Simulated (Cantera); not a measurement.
A Cantera script and what it prints.

```python
import numpy as np
import cantera as ct

gas_names = """
    N NO NO2 NO3 N2 N2O O O2 O3 Si SiN SiO SiO2 Si2 Si2N Si3
""".split()
cond_names = """
    Si(cr) Si(L) SiO2(Lqz) SiO2(hqz) SiO2(L) Si2N2O(s) Si3N4(a)
""".split()


def load(file, names, dense=False):
    # The tables refer to 1 bar. Condensed volumes are neglected.
    table = {s.name: s for s in ct.Species.list_from_file(file)}
    out = []
    for n in names:
        d = dict(table[n].input_data)
        d["thermo"] = dict(d["thermo"], **{"reference-pressure": 1e5})
        if dense:
            d["equation-of-state"] = {"model": "constant-volume", "density": "1e6 g/cm^3"}
        out.append(ct.Species.from_dict(d))
    return out


gas = ct.Solution(thermo="ideal-gas", species=load("nasa_gas.yaml", gas_names))
cond = {s.name: ct.Solution(thermo="fixed-stoichiometry", species=[s], name=s.name)
        for s in load("nasa_condensed.yaml", cond_names, dense=True)}
atoms = {
    'Si3N4': {'Si': 3, 'N': 4},
    'O2': {'O': 2},
}
top_T = {'Si2N2O(s)': 2100, 'Si3N4(a)': 2400}  # K; cautious upper limits of use, not melting points


def equilibrate(T, P, feed):
    n = {}
    for name, mol in feed.items():
        for a, k in atoms[name].items():
            n[a] = n.get(a, 0.0) + k * mol
    gas.TPX = T, P, n
    mass = sum(n.values()) * gas.mean_molecular_weight
    gas.equilibrate("TP")
    valid = [c for c in cond.values() if c.min_temp <= T <= top_T.get(c.name, c.max_temp)]
    mix = ct.Mixture([(gas, mass / gas.mean_molecular_weight)] + [(c, 0.0) for c in valid])
    mix.T, mix.P = T, P
    mix.equilibrate("TP", solver="vcs", rtol=1e-11, max_steps=5000)
    return mix


results = []
T = 1100  # K
P = 133.322  # Pa
for m in [0.6, 0.95, 1.3, 1.7, 2, 2.4, 2.8, 3.1, 3.5, 3.8]:
    feed = {'Si3N4': 1, 'O2': m}  # mol
    mix = equilibrate(T, P, feed)
    results.append((T, P, feed, dict(zip(mix.species_names, mix.species_moles))))

top = {s: max(r[3][s] / sum(r[3][g] for g in gas_names) for r in results) for s in gas_names}
cols = sorted((s for s in top if top[s] > 0.0001), key=lambda s: -top[s])[:7]
seen = [c for c in cond_names if any(r[3].get(c, 0) > 1e-12 for r in results)]
print("log10 of partial pressures in bar; condensed amounts in mol")
print(f"{'n(O2)':>10s}" + "".join(f"{s[:9]:>10s}" for s in cols + seen))
for T, P, feed, n in results:
    ng = sum(n[g] for g in gas_names)
    print(f"{feed['O2']:10.4g}" + "".join(f"{np.log10(max(n[s] / ng * P / 1e5, 1e-99)):10.3f}" for s in cols)
          + "".join(f"{n.get(c, 0):10.4g}" for c in seen))
```

Output:

```
log10 of partial pressures in bar; condensed amounts in mol
     n(O2)        N2        O2 SiO2(hqz) Si2N2O(s)  Si3N4(a)
       0.6    -2.875   -38.200         0       1.2       0.2
      0.95    -2.875   -26.931    0.2667     1.367         0
       1.3    -2.875   -26.931    0.7333     1.133         0
       1.7    -2.875   -26.931     1.267    0.8667         0
         2    -2.875   -26.931     1.667    0.6667         0
       2.4    -2.875   -26.931       2.2       0.4         0
       2.8    -2.875   -26.931     2.733    0.1333         0
       3.1    -2.896    -4.198         3         0         0
       3.5    -2.972    -3.574         3         0         0
       3.8    -3.021    -3.419         3         0         0
```

Method: chemical equilibrium by Gibbs-energy minimisation in Cantera with the NASA 1993 tables (ideal gas, pure condensed phases). Mutual solubility and eutectic melting of coexisting phases are not modelled.
